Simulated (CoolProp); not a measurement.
Saturated liquid density (kg/m³) of methane: the reference equation beside estimates from Tc = -82.6 °C, pc = 4599 kPa, ω = 0.011. Rackett uses Z = 0.29056 − 0.08775 ω.

The numbers come from the reference Helmholtz-energy equation of state, Setzmann 1991 in CoolProp.

```tsv
T (°C)	reference	Rackett	van der Waals	Redlich-Kwong	Soave-Redlich-Kwong	Peng-Robinson
-133.55	377.6	376.4	258.0	371.5	367.8	416.5
-128.85	369.0	367.8	251.8	360.3	357.0	404.4
-124.15	359.9	358.7	245.1	348.4	345.5	391.5
-119.55	350.5	349.3	238.2	336.0	333.5	377.9
-114.85	340.2	339.2	230.7	322.4	320.4	362.8
-110.15	329.1	328.2	222.6	307.8	306.1	346.5
-105.45	317.0	316.3	213.7	291.8	290.5	328.4
-100.85	303.6	303.2	204.1	274.5	273.6	308.8
-96.15	287.9	288.0	192.8	254.6	254.0	285.8
-91.45	268.7	269.4	179.4	231.2	230.8	258.5
```

Absolute difference from the reference over all 10 rows, mean and median: Rackett 0.3 and 0.3 %, van der Waals 32.4 and 32.3 %, Redlich-Kwong 6.6 and 5.9 %, Soave-Redlich-Kwong 7.2 and 6.4 %, Peng-Robinson 5.8 and 6.0 %.
